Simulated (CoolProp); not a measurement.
Saturation properties of 1-butene (Tc = 146.1 °C, pc = 4.006 MPa, ω = 0.192).

Values from CoolProp's reference Helmholtz-energy equation of state, Lemmon 2005. It is a short technical equation, of lower accuracy than the large ones.

| T (°C) | p (MPa) | vapour density (kg/m³) | liquid cp (kJ/(kg K)) |
|---|---|---|---|
| 44.75 | 0.5196 | 12.63 | 2.423 |
| 54.55 | 0.6673 | 16.16 | 2.489 |
| 64.25 | 0.8420 | 20.43 | 2.564 |
| 74.05 | ___ | ___ | 2.651 |
| 83.85 | 1.295 | 32.10 | ___ |
| 93.55 | 1.576 | 39.92 | 2.884 |
| 103.35 | 1.904 | 49.79 | 3.056 |
| 113.05 | 2.276 | 62.30 | 3.300 |
| 122.85 | 2.706 | 79.21 | 3.716 |

Q: Fill in the missing entries.

A: 
- 74.05, p (MPa): 1.051
- 74.05, vapour density (kg/m³): 25.68
- 83.85, liquid cp (kJ/(kg K)): 2.756

It boils at -6.3 °C under 1 atm.
